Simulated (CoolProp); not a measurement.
500 sccm (0 °C, 1 atm) of nitrogen bubbles through liquid dimethyl carbonate at 319.9 K and leaves saturated at a total pressure of 0.15 MPa (ideal gas phase). Each further row changes one setting.

Values from CoolProp's reference Helmholtz-energy equation of state, Zhou 2011.

```csv
case,vapour pressure (kPa),mole fraction of vapour,delivery (mg/min),delivery (sccm),change of delivery for a bath 1 K warmer (%)
as stated,20.2,0.135,314,[?],5.1
bath temperature 324.9 K,[?],0.167,[?],[?],5.1
total pressure 0.3 MPa,20.2,[?],[?],36.2,[?]
```

Complete the blanks.


- as stated, delivery (sccm): 78.0
- bath temperature 324.9 K, vapour pressure (kPa): 25.0
- bath temperature 324.9 K, delivery (mg/min): 403
- bath temperature 324.9 K, delivery (sccm): 100
- total pressure 0.3 MPa, mole fraction of vapour: 0.0675
- total pressure 0.3 MPa, delivery (mg/min): 145
- total pressure 0.3 MPa, change of delivery for a bath 1 K warmer (%): 4.7
